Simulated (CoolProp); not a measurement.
Model: reference Helmholtz-energy equation of state, Thol 2018, in CoolProp.

**Question.** Give the vapour pressure (bar), enthalpy of vaporisation (kJ/kg), liquid cp (kJ/(kg K)), vapour Z of saturated hydrogen chloride at -55.95, -48.65, -34.15 °C.

**Answer.** 
| T (°C) | p (bar) | enthalpy of vaporisation (kJ/kg) | liquid cp (kJ/(kg K)) | vapour Z |
|---|---|---|---|---|
| -55.95 | 4.14 | 409 | 1.70 | 0.924 |
| -48.65 | 5.55 | 399 | 1.72 | 0.908 |
| -34.15 | 9.39 | 378 | 1.77 | 0.871 |
